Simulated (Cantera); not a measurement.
A perfectly stirred reactor is fed with 16.1 % H2, 31.1 % O2, 52.8 % N2, equivalence ratio 0.26, at 100.0 Torr; it is held at 975 K, and followed from long to short residence time.

Cantera simulation using the H2/O2 subset of GRI-Mech 3.0, which has no nitrogen chemistry; the numbers are that mechanism's predictions, not measurements. Radical loss at walls, strong at low pressure, is not modelled. The temperature is held fixed by assumption; the heat of reaction is taken as removed at once.

Predict: x(H2) at τ = 6.10 s; x(O2) at τ = 6.10 s; x(H) at τ = 6.10 s; x(OH) at τ = 6.10 s; x(HO2) at τ = 6.10 s; x(H2) at τ = 0.200 s; x(O2) at τ = 0.200 s; x(H) at τ = 0.200 s; x(OH) at τ = 0.200 s; x(HO2) at τ = 0.200 s.


- x(H2) at τ = 6.10 s: 0.000421
- x(O2) at τ = 6.10 s: 0.250
- x(H) at τ = 6.10 s: 1.46e-6
- x(OH) at τ = 6.10 s: 3.39e-5
- x(HO2) at τ = 6.10 s: 7.88e-6
- x(H2) at τ = 0.200 s: 0.00300
- x(O2) at τ = 0.200 s: 0.251
- x(H) at τ = 0.200 s: 4.40e-5
- x(OH) at τ = 0.200 s: 0.000137
- x(HO2) at τ = 0.200 s: 2.72e-5
